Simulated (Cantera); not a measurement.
N2O furnace oxynitridation

An isothermal, constant-pressure homogeneous reactor starts with 98.5 % N2O, 1.48 % H2O, at 1500 K and 0.0290 bar.

Computed with Cantera and GRI-Mech 3.0 (53 species, 325 reactions). GRI-Mech 3.0 was tuned for natural gas; its chemistry of N2O as a main component is partial and can be far from experiment. Radical loss at walls, strong at low pressure, is not modelled. The temperature is held fixed by assumption; the heat of reaction is taken as removed at once.

```json
[
 {"t (s)": "0.000500", "x N2O": "0.984", "x H2O": "0.0148", "x NO": "0.000174", "x HO2": "1.54e-6", "x H": "2.24e-8"},
 {"t (s)": "0.00105", "x N2O": "0.983", "x H2O": "0.0147", "x NO": "0.000405", "x HO2": "6.24e-6", "x H": "5.09e-8"},
 {"t (s)": "0.00222", "x N2O": "0.980", "x H2O": "0.0147", "x NO": "0.000882", "x HO2": "1.50e-5", "x H": "9.50e-8"},
 {"t (s)": "0.00467", "x N2O": "0.973", "x H2O": "0.0147", "x NO": "0.00185", "x HO2": "1.76e-5", "x H": "1.33e-7"},
 {"t (s)": "0.00983", "x N2O": "0.960", "x H2O": "0.0146", "x NO": "0.00383", "x HO2": "1.41e-5", "x H": "1.49e-7"},
 {"t (s)": "0.0207", "x N2O": "0.933", "x H2O": "0.0144", "x NO": "0.00785", "x HO2": "1.01e-5", "x H": "1.58e-7"},
 {"t (s)": "0.0436", "x N2O": "0.879", "x H2O": "0.0142", "x NO": "0.0158", "x HO2": "6.59e-6", "x H": "1.67e-7"},
 {"t (s)": "0.0918", "x N2O": "0.779", "x H2O": "0.0137", "x NO": "0.0308", "x HO2": "3.72e-6", "x H": "1.82e-7"},
 {"t (s)": "0.193", "x N2O": "0.612", "x H2O": "0.0129", "x NO": "0.0556", "x HO2": "1.79e-6", "x H": "2.13e-7"},
 {"t (s)": "0.407", "x N2O": "0.384", "x H2O": "0.0117", "x NO": "0.0891", "x HO2": "7.15e-7", "x H": "2.73e-7"},
 {"t (s)": "0.857", "x N2O": "0.159", "x H2O": "0.0106", "x NO": "0.121", "x HO2": "2.23e-7", "x H": "3.77e-7"},
 {"t (s)": "1.80", "x N2O": "0.0301", "x H2O": "0.00998", "x NO": "0.139", "x HO2": "5.39e-8", "x H": "4.32e-7"},
 {"t (s)": "3.80", "x N2O": "0.00172", "x H2O": "0.00986", "x NO": "0.142", "x HO2": "2.69e-8", "x H": "1.35e-7"},
 {"t (s)": "8.00", "x N2O": "2.35e-5", "x H2O": "0.00987", "x NO": "0.142", "x HO2": "2.93e-8", "x H": "4.99e-8"}
]
```
x: mole fraction; the columns are a selection and need not sum to one.

Equilibrium at this temperature and pressure: N2O 1.35e-8, H2O 0.00987, NO 0.00141, HO2 3.52e-8, H 4.56e-8 (gas phase only).
